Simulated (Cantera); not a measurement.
Diamond growth

A diamond (100) surface in a fixed gas of H2 with x(CH4) = 0.011, x(H) = 0.0012, x(CH3) = 0.0002, 21000 Pa; coverages are run to steady state.

Cantera simulation using the Harris–Goodwin 1993 mechanism for the reconstructed diamond (100) surface; the numbers are that mechanism's predictions, not measurements.

| T (K) | growth (µm/h) | θ c6HH | θ c6H* | θ c6*H | θ c6** | θ c6HM |
|---|---|---|---|---|---|---|
| 925 | 12.8 | 0.579 | 0.0106 | 0.271 | 0.00440 | 0.106 |
| 1000 | 18.5 | 0.539 | 0.0163 | 0.333 | 0.00791 | 0.0757 |
| 1075 | 22.0 | 0.501 | 0.0233 | 0.391 | 0.0127 | 0.0485 |
| 1150 | 17.9 | 0.471 | 0.0313 | 0.443 | 0.0186 | 0.0223 |
| 1225 | 10.4 | 0.442 | 0.0394 | 0.480 | 0.0248 | 0.00671 |
| 1300 | 6.67 | 0.417 | 0.0470 | 0.501 | 0.0301 | 0.00165 |
| 1375 | 5.50 | 0.399 | 0.0538 | 0.510 | 0.0344 | 0.000397 |
θ: site fractions in the mechanism's names (c6HH fully hydrogenated, c6H* and c6*H radical sites, c6** diradical, c6HM methylated).
